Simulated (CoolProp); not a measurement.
Vapour pressure (bar) of CHF3 (R23): the reference equation beside estimates from Tc = 26.1 °C, pc = 48.32 bar, ω = 0.263. Clausius-Clapeyron is anchored at -29.15 °C with a constant enthalpy of vaporisation of 13.00 kJ/mol.

Model: reference Helmholtz-energy equation of state, Penoncello 2003, in CoolProp.

```csv
T (°C),reference,Lee-Kesler,Clausius-Clapeyron,Soave-Redlich-Kwong,Peng-Robinson
-60.25,3.084,3.090,4.066,3.088,3.073
-52.45,4.329,4.354,5.271,4.354,4.318
-44.65,5.924,5.972,?,?,5.917
-36.95,7.899,7.971,8.390,8.001,7.903
-29.15,10.37,?,10.37,10.53,10.39
-21.35,13.37,13.48,12.64,13.60,13.42
-13.55,16.99,17.10,?,17.30,17.08
-5.85,?,21.34,18.12,21.62,21.37
1.95,26.29,26.40,21.39,26.75,26.49
```

### Question
Fill in the missing entries.

### Answer

- -44.65, Clausius-Clapeyron: 6.713
- -44.65, Soave-Redlich-Kwong: 5.981
- -29.15, Lee-Kesler: 10.46
- -13.55, Clausius-Clapeyron: 15.24
- -5.85, reference: 21.23

Absolute difference from the reference over all 9 rows, mean and median: Lee-Kesler 0.6 and 0.6 %, Clausius-Clapeyron 13.6 and 13.3 %, Soave-Redlich-Kwong 1.3 and 1.5 %, Peng-Robinson 0.4 and 0.4 %.
